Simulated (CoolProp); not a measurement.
Vapour-liquid equilibrium of propylene (1) + R152A (2) at 0.00739 MPa; x and y are mole fractions of (1).

Values from CoolProp's multi-fluid Helmholtz-energy mixture model, Lemmon 2013 and Outcalt 1996; pair parameters Bell 2016.

```csv
x,bubble temperature (°C),y at the bubble point,dew temperature at overall composition x (°C),liquid density (mol/L)
0.05,-78.0,?,-71.2,?
0.15,-85.6,?,-72.6,16.80
0.25,-88.8,0.811,-74.1,16.69
0.35,-90.2,0.843,-75.9,16.54
0.45,-90.9,0.858,?,16.38
0.55,-91.2,0.867,-80.2,16.23
0.65,-91.5,0.874,-82.9,?
0.75,-91.7,0.886,?,15.97
0.85,-92.0,0.909,-90.5,?
0.95,-92.3,0.957,-92.3,15.79
```

Task: Fill in the missing entries.

Result: 
- 0.05, y at the bubble point: 0.457
- 0.05, liquid density (mol/L): 16.81
- 0.15, y at the bubble point: 0.732
- 0.45, dew temperature at overall composition x (°C): -77.9
- 0.65, liquid density (mol/L): 16.09
- 0.75, dew temperature at overall composition x (°C): -86.3
- 0.85, liquid density (mol/L): 15.87

No azeotrope shows between x = 0.05 and 0.95.

The pair parameters rest on a limited set of measurements; away from them the model extrapolates. With so large a gap from Raoult's law the liquid may split in two, which this calculation doesn't test in full.
